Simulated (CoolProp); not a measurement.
Vapour-liquid equilibrium of R152A (1) + isobutene (2) at 295.7 K; x and y are mole fractions of (1).

Model: multi-fluid Helmholtz-energy mixture model, Outcalt 1996 and Lemmon 2005; pair parameters Bell 2016, in CoolProp.

```tsv
x	bubble pressure, mixture model (kPa)	bubble pressure, Raoult's law (kPa)	y, mixture model	y, Raoult's law
0.05	328.5	296.5	0.168	0.093
0.2	425.6	337.2	0.425	0.329
0.35	484.9	377.9	0.554	0.513
0.5	523.1	418.6	0.643	0.662
0.65	548.4	459.3	0.724	0.784
0.8	562.4	500.0	0.816	0.887
0.95	560.5	540.7	0.943	0.974
```

The largest gap from Raoult's law is +28.3 % in bubble pressure, at x = 0.35. y crosses x between x = 0.8 and 0.95: the model has an azeotrope there.

The pair parameters rest on a limited set of measurements; away from them the model extrapolates.
